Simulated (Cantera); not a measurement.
An isothermal, constant-pressure homogeneous reactor starts with 16.0 % H2, 84.0 % O2, equivalence ratio 0.095, at 1473 K and 2.70 Torr.

Cantera simulation using the H2/O2 subset of GRI-Mech 3.0, which has no nitrogen chemistry; the numbers are that mechanism's predictions, not measurements. Radical loss at walls, strong at low pressure, is not modelled. The temperature is held fixed by assumption; the heat of reaction is taken as removed at once.

x: mole fraction; the columns are a selection and need not sum to one.

```csv
t (s),x H2,x O2,x OH,x O,x H2O,x H,x H2O2
9.00e-6,0.160,0.840,1.21e-9,1.22e-9,7.06e-11,1.88e-8,2.26e-12
6.10e-5,0.160,0.840,4.04e-8,4.31e-8,1.70e-8,1.09e-7,1.02e-10
0.000413,0.160,0.840,2.42e-6,2.80e-6,4.96e-6,3.08e-6,(withheld)
0.00280,0.00747,0.727,0.0183,0.0846,0.124,0.0387,3.65e-8
0.0190,0.00677,0.730,0.0177,0.0831,0.126,0.0363,3.54e-8
0.129,0.00560,0.750,0.0163,0.0654,0.137,0.0256,3.59e-8
0.871,0.00150,0.807,0.00874,0.0157,0.164,0.00308,(withheld)
5.90,5.66e-5,0.825,0.00172,0.000577,0.172,2.17e-5,(withheld)
40.0,4.78e-6,0.826,0.000500,4.86e-5,0.173,5.30e-7,(withheld)
```

**Question.** What belongs in the gaps?

**Answer.** 
- 0.000413, x H2O2: 4.37e-9
- 0.871, x H2O2: 2.52e-8
- 5.90, x H2O2: 4.98e-9
- 40.0, x H2O2: 1.69e-9
